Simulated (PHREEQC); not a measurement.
Solution (70 °C): 0.01 mol NaBF4 per kg of water. Closed to the air; pH follows from the charge balance.

Computed with PHREEQC (ion-association model, phreeqc.dat).

This is a speciation only: nothing precipitates in the calculation.

Question: What pH, ionic strength does the model give?

Answer: pH 3.09; ionic strength 0.0109 mol/kgw.

Question: In which forms is F present?

Answer: BF4- 64 %, HF 18 %, F- 7.1 %, BF3OH- 6.0 %, BF2(OH)2- 3.6 % of the F.

At this temperature some constants are extrapolated from 25 °C, and those without enthalpy data are left unchanged. Real BF4- forms and hydrolyses slowly; the run takes it at equilibrium.
